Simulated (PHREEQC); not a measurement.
# Leach liquor

Make-up at 25 °C: 0.0024 mol H2SO4, 9e-05 mol FeSO4 and 0.043 mol NiSO4 per kg of water. Closed to the air; pH follows from the charge balance.

The numbers come from PHREEQC with the ion-association model, wateq4f.dat.

Each row changes one thing in this solution. No solid was allowed to form.

| case | pH | ionic strength (mol/kgw) | SO4-2 (mol/kgw) | Ni+2 (mol/kgw) | NiSO4 (mol/kgw) | HSO4- (mol/kgw) | SI of Morenosite (NiSO4:7H2O) | SI of Melanterite (FeSO4:7H2O) |
|---|---|---|---|---|---|---|---|---|
| as made | 2.70 | 0.106 | 0.0259 | 0.0259 | 0.0171 | 0.00238 | -1.69 | -4.49 |
| H2SO4 left out | … | 0.103 | 0.0258 | 0.0258 | 0.0172 | … | -1.69 | -4.48 |
| diluted 5-fold with water | 3.21 | 0.0260 | 0.00650 | 0.00626 | 0.00234 | … | -2.56 | -5.37 |
| NiSO4 from 0.043 to 0.43 mol/kgw | 3.08 | 0.670 | 0.165 | 0.168 | 0.261 | 0.00371 | -0.48 | … |
| FeSO4 from 9e-05 to 9.9e-05 mol/kgw | 2.70 | 0.106 | 0.0259 | 0.0259 | 0.0171 | 0.00238 | -1.69 | -4.45 |

**Question.** Fill in the missing entries.

**Answer.** 
- H2SO4 left out, pH: 6.08
- H2SO4 left out, HSO4- (mol/kgw): 1.00e-6
- diluted 5-fold with water, HSO4- (mol/kgw): 0.000252
- NiSO4 from 0.043 to 0.43 mol/kgw, SI of Melanterite (FeSO4:7H2O): -4.34

Complexes and solids missing from the database can't appear.
